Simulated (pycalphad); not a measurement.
# Freezing of Al-Si alloys with rising Si

Computed with pycalphad from the COST 507 light-alloy database (1999), at 1 atm. These are 1990s assessments: newer ones move some temperatures and phases. Amounts are mole fractions of atoms.

Scheil-Gulliver runs (no diffusion in the solid, steps of 4 K) beside full equilibrium.

```
alloy              liquidus (K)  Scheil, half solid (K)  Scheil, 80 % solid (K)  Scheil, invariant end (K)  liquid left at that end  equilibrium solidus (K)
-----------------  ------------  ----------------------  ----------------------  -------------------------  -----------------------  -----------------------
Al-37.15Si (wt.%)             ?    at the invariant end    at the invariant end                        850                        ?                      850
Al-49.3Si (wt.%)           1318    at the invariant end    at the invariant end                        850                     0.59                      850
Al-73.24Si (wt.%)          1531                    1281    at the invariant end                        850                     0.31                      850
```

Task: Complete the blanks.

Result: 
- Al-37.15Si (wt.%), liquidus (K): 1182
- Al-37.15Si (wt.%), liquid left at that end: 0.73
